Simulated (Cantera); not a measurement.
## Equilibrium for metals in furnace atmospheres: Ti + H2O + H2

Charge: 1 mol Ti, 29 mol H2O, 4.4 mol H2, equilibrated at 0.00140 bar.

Method: chemical equilibrium by Gibbs-energy minimisation in Cantera with the NASA 1993 tables (ideal gas, pure condensed phases). Candidate condensed phases: H2O, Ti, TiO, TiO2, Ti2O3, Ti3O5, Ti4O7; 12 gas species. Equilibrium is a limit: real reactors are often held back by kinetics, nucleation or transport.

```csv
T (K),log p H2O,log p H2,log p H,log p OH,log p O2,n TiO2(rutile)
1000,-2.95,-3.57,-10.43,-12.46,<-14,1.00
1100,-2.95,-3.57,-9.37,-11.10,<-14,1.00
1200,-2.95,-3.57,-8.49,-9.96,-14.54,1.00
1300,-2.95,-3.57,-7.74,-9.00,-12.87,1.00
1400,-2.95,-3.57,-7.10,-8.18,-11.44,1.00
1500,-2.95,-3.57,-6.54,-7.46,-10.20,1.00
1600,-2.95,-3.57,-6.05,-6.83,-9.11,1.000
1700,-2.95,-3.57,-5.62,-6.28,-8.14,1.000
1800,-2.95,-3.58,-5.23,-5.79,-7.28,1.000
1900,-2.95,-3.58,-4.89,-5.35,-6.51,0.999
```
log p: log10 of the partial pressure in bar; n: condensed amount in mol.

From 1000 K to 1900 K the condensed part is TiO2(rutile).
